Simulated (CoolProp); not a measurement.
Properties of 1,2-dichloroethane along the isotherm 226.85 °C (Tc = 288.4 °C, pc = 5.226 MPa, ω = 0.269).

The numbers come from the reference Helmholtz-energy equation of state, Thol 2015 in CoolProp.

```tsv
p (MPa)	phase	Z	Joule-Thomson coefficient (K/MPa)	isothermal compressibility (1/MPa)	expansivity (1/kK)
0.98	gas	0.8964	14.64	1.150	2.846
1.96	gas	0.7653	18.21	0.7171	4.828
2.94	liquid	0.08012	0.4528	0.009901	3.351
3.92	liquid	0.1059	0.3801	0.008894	3.125
4.9	liquid	0.1312	0.3199	0.008093	2.941
5.88	liquid	0.1563	0.2690	0.007440	2.787
6.86	liquid	0.1810	0.2251	0.006894	2.656
7.84	liquid	0.2056	0.1869	0.006431	2.543
```
